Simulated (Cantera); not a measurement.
# Premixed flame

A freely propagating, adiabatic, planar premixed flame of H₂ : O₂ : N₂ = 1 : 0.667 : 2.51 (molar parts), equivalence ratio 0.75, unburnt at 723 K and 0.987 atm; mixture-averaged transport, grid criteria slope 0.08 and curve 0.16, no radiation.

Model: the H2/O2 subset of GRI-Mech 3.0, which has no nitrogen chemistry, integrated in Cantera. Burning velocities carry a grid error of a few per cent, more on coarse grids.

| z (mm) | T (K) | u (m/s) | x H₂ | x O₂ | x HO₂ | x H | x O | x OH |
|---|---|---|---|---|---|---|---|---|
| -1.49 | 723 | 8.80 | 0.239 | 0.160 | <1e-8 | <1e-8 | <1e-8 | <1e-8 |
| -0.993 | 723 | 8.80 | 0.239 | 0.160 | <1e-8 | <1e-8 | <1e-8 | <1e-8 |
| -0.745 | 723 | 8.80 | 0.239 | 0.160 | 2.53e-8 | <1e-8 | <1e-8 | <1e-8 |
| -0.496 | 723 | 8.80 | 0.239 | 0.160 | 1.89e-6 | 3.30e-7 | 1.74e-8 | <1e-8 |
| -0.248 | 736 | 8.93 | 0.236 | 0.160 | 0.000196 | 0.000296 | 1.65e-5 | 5.71e-5 |
| -0.124 | 885 | 10.5 | 0.207 | 0.156 | 0.000167 | 0.00591 | 0.000521 | 0.000718 |
| 0 | 1267 | 14.6 | 0.110 | 0.117 | 8.92e-5 | 0.0320 | 0.00707 | 0.00465 |
| 0.124 | 1559 | 17.8 | 0.0405 | 0.0692 | 4.60e-5 | 0.0439 | 0.0155 | 0.0115 |
| 0.248 | 1705 | 19.3 | 0.0285 | 0.0575 | 3.23e-5 | 0.0378 | 0.0166 | 0.0148 |
| 0.496 | 1861 | 20.8 | 0.0252 | 0.0532 | 2.32e-5 | 0.0271 | 0.0143 | 0.0173 |
| 0.993 | 2017 | 22.3 | 0.0212 | 0.0500 | 1.57e-5 | 0.0170 | 0.0109 | 0.0185 |
| 1.99 | 2158 | 23.7 | 0.0158 | 0.0475 | 9.97e-6 | 0.00921 | 0.00743 | 0.0180 |
| 3.97 | 2271 | 24.7 | 0.0102 | 0.0457 | 6.53e-6 | 0.00418 | 0.00445 | 0.0157 |
x: mole fraction of selected species; z is measured from the peak of heat release.

```
Property                    Result
------------------------  --------
laminar burning velocity  880 cm/s
thermal thickness         0.496 mm
peak x(HO₂)               0.000219
peak x(H)                   0.0440
peak x(O)                   0.0167
peak x(OH)                  0.0185
```
